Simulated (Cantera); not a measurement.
A perfectly stirred reactor is fed with CH2O : O2 : N2 = 0.014 : 0.0048 : 0.6 (molar parts), equivalence ratio 2.9, at 0.820 bar; it is held at 1523 K, and followed from long to short residence time.

Computed with Cantera and GRI-Mech 3.0 (53 species, 325 reactions).

x: mole fraction; the columns are a selection and need not sum to one.

```
τ (s)       x CH2O        x O2     x CH2       x HO2    x C2H2       x CH4    x H2
------  ----------  ----------  --------  ----------  --------  ----------  ------
12         1.02e-7     1.30e-6  1.05e-12    2.47e-10    <1e-12     1.13e-9  0.0122
3.4        1.95e-7     2.52e-6  4.53e-12    5.08e-10    <1e-12     1.79e-9  0.0121
0.98    (withheld)  (withheld)  1.65e-11  (withheld)    <1e-12  (withheld)  0.0121
0.28    (withheld)  (withheld)  5.00e-11  (withheld)  1.83e-12  (withheld)  0.0119
0.081      1.64e-6     2.17e-5  1.25e-10     4.83e-9  4.59e-12     7.93e-9  0.0118
0.023      3.87e-6     5.17e-5  2.90e-10     1.21e-8  1.12e-11     1.60e-8  0.0115
0.0067     1.03e-5    0.000136  6.72e-10     3.58e-8  2.19e-11     3.52e-8  0.0111
```

### Question
What belongs in the gaps?

### Answer

- 0.98, x CH2O: 3.80e-7
- 0.98, x O2: 4.94e-6
- 0.98, x HO2: 1.03e-9
- 0.98, x CH4: 2.82e-9
- 0.28, x CH2O: 7.69e-7
- 0.28, x O2: 1.01e-5
- 0.28, x HO2: 2.18e-9
- 0.28, x CH4: 4.56e-9
